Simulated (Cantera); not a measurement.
An adiabatic, constant-volume homogeneous reactor starts with CH4 : O2 : N2 = 1 : 1.67 : 6.27 (molar parts), equivalence ratio 1.2, at 1575 K and 750 Torr. Integrator tolerance rtol = 1e-08.

Detailed kinetics in Cantera: GRI-Mech 3.0 (53 species, 325 reactions).

Question: What does this change do: initial temperature 1575 to 1675 K?

Answer: 
| quantity | before | after |
|---|---|---|
| time of steepest temperature rise | 0.583 ms | 0.255 ms |
| temperature at 7.00 s | 2953 K | 2977 K |
| equilibrium temperature | 2953 K | 2977 K |
| x(CH4) at 7.00 s | <1e-12 (gas-phase equilibrium <1e-12) | <1e-12 (gas-phase equilibrium <1e-12) |
| x(O2) at 7.00 s | 0.0104 (gas-phase equilibrium 0.0104) | 0.0113 (gas-phase equilibrium 0.0113) |
| x(HCN) at 7.00 s | 1.19e-8 (gas-phase equilibrium 1.19e-8) | 1.26e-8 (gas-phase equilibrium 1.26e-8) |
| x(NO) at 7.00 s | 0.00907 (gas-phase equilibrium 0.00907) | 0.00972 (gas-phase equilibrium 0.00972) |
| x(O) at 7.00 s | 0.00691 (gas-phase equilibrium 0.00691) | 0.00804 (gas-phase equilibrium 0.00804) |
| x(CH2O) at 7.00 s | 2.17e-9 (gas-phase equilibrium 2.17e-9) | 2.19e-9 (gas-phase equilibrium 2.19e-9) |
